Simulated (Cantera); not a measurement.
# Thermodynamics of chlorosilane synthesis and conversion, feed SiCl4 + H2 + CH4

Feed: 1 mol SiCl4, 2.3 mol H2, 0.022 mol CH4, equilibrated at 0.133 bar.

Equilibrium computed with Cantera from the NASA thermochemical tables; the gas is ideal and each condensed phase is pure. Candidate condensed phases: C, C6H6, C7H8, C8H18, Si, SiC; 109 gas species. The tables' values for SiCl3 are old estimates; treat these amounts as uncertain. Equilibrium is a limit: real reactors are often held back by kinetics, nucleation or transport.

From 1023 K to 1173 K the condensed part is SiC(s). The main Si-bearing gas is SiCl4 throughout.

```json
[
 {"T (K)": "1023", "x H2": "0.654", "x SiCl4": "0.261", "x HCl": "0.0554", "x SiHCl3": "0.0261", "x SiCl3": "0.00206", "x SiCl2": "0.000341", "n SiC(s)": "0.0218"},
 {"T (K)": "1048", "x H2": "0.650", "x SiCl4": "0.257", "x HCl": "0.0597", "x SiHCl3": "0.0287", "x SiCl3": "0.00305", "x SiCl2": "0.000662", "n SiC(s)": "0.0219"},
 {"T (K)": "1073", "x H2": "0.646", "x SiCl4": "0.253", "x HCl": "0.0646", "x SiHCl3": "0.0309", "x SiCl3": "0.00439", "x SiCl2": "0.00122", "n SiC(s)": "0.0219"},
 {"T (K)": "1098", "x H2": "0.641", "x SiCl4": "0.247", "x HCl": "0.0703", "x SiHCl3": "0.0328", "x SiCl3": "0.00615", "x SiCl2": "0.00215", "n SiC(s)": "0.0220"},
 {"T (K)": "1123", "x H2": "0.635", "x SiCl4": "0.242", "x HCl": "0.0768", "x SiHCl3": "0.0342", "x SiCl3": "0.00835", "x SiCl2": "0.00358", "n SiC(s)": "0.0220"},
 {"T (K)": "1148", "x H2": "0.628", "x SiCl4": "0.235", "x HCl": "0.0845", "x SiHCl3": "0.0350", "x SiCl3": "0.0110", "x SiCl2": "0.00569", "n SiC(s)": "0.0220"},
 {"T (K)": "1173", "x H2": "0.620", "x SiCl4": "0.227", "x HCl": "0.0936", "x SiHCl3": "0.0352", "x SiCl3": "0.0141", "x SiCl2": "0.00861", "n SiC(s)": "0.0220"}
]
```
x: gas mole fraction; n: condensed amount in mol.
